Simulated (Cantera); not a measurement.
**B + O2 + H2 (boron, boron nitride and boron oxide)**

Charge: 1 mol B, 0.29 mol O2, 0.11 mol H2, at 7.50 Torr.

Method: chemical equilibrium by Gibbs-energy minimisation in Cantera with the NASA 1993 tables (ideal gas, pure condensed phases). Candidate condensed phases: B, B2O3, B3O3H3, H2O; 23 gas species. Mutual solubility and eutectic melting of coexisting phases are not modelled. The tables' values for BH2 are old estimates; treat these amounts as uncertain. Kinetics and transport are ignored.

```
T (°C)   x H2    x B2O2    x HBO    x B2O3      x BO    x HBO2  n B(s)  n B2O3(l)
------  -----  --------  -------  --------  --------  --------  ------  ---------
1100    0.990  0.000680  0.00787  0.000125   8.37e-6  0.000144   0.613      0.193
1150    0.982   0.00204   0.0147  0.000410   2.88e-5  0.000306   0.613      0.192
1200    0.966   0.00566   0.0261   0.00124   9.11e-5  0.000615   0.612      0.192
1250    0.935    0.0146   0.0442   0.00345  0.000266   0.00117   0.610      0.190
1300    0.880    0.0356   0.0712   0.00898  0.000726   0.00209   0.608      0.186
1350    0.782    0.0815    0.108    0.0220   0.00186   0.00349   0.601      0.178
1400    0.612     0.178    0.149    0.0508   0.00448   0.00527   0.587      0.158
1450    0.335     0.369    0.167     0.112    0.0103   0.00645   0.534     0.0836
1500    0.208     0.483    0.158     0.125    0.0182   0.00537   0.470          0
1550    0.199     0.500    0.165     0.100    0.0279   0.00445   0.460          0
1600    0.192     0.509    0.171    0.0796    0.0415   0.00367   0.453          0
1650    0.184     0.511    0.175    0.0625    0.0601   0.00301   0.446          0
```
x: gas mole fraction; n: condensed amount in mol.

From 1100 °C to 1450 °C the condensed part is B(s) + B2O3(l). From 1500 °C to 1650 °C the condensed part is B(s). The main B-bearing gas is HBO at 1100 °C and B2O2 at 1650 °C. The share of B in condensed phases is highest at 1100 °C (99.9 %) and lowest at 1650 °C (44.6 %).
